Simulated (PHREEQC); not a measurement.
**Polishing slurry liquid**

Make-up at 25 °C: 0.0017 mol TMAH and 0.21 mol CuSO4 per kg of water. Closed to the air; pH follows from the charge balance.

Computed with PHREEQC (ion-association model, wateq4f.dat).

No solid was allowed to form.

Q: What pH, ionic strength does the model give?

A: pH 4.96; ionic strength 0.400 mol/kgw.

Q: In which forms is Cu present?

A: CuSO4 52 %, Cu+2 47 %, Cu2(OH)2+2 0.8 % of the Cu.

Examples of supersaturated solids here: Antlerite, Brochantite. Others may be too. Complexes and solids missing from the database can't appear. (CH3)4N+ isn't in the database: it is added as a free cation with an ion size of 4 Å.
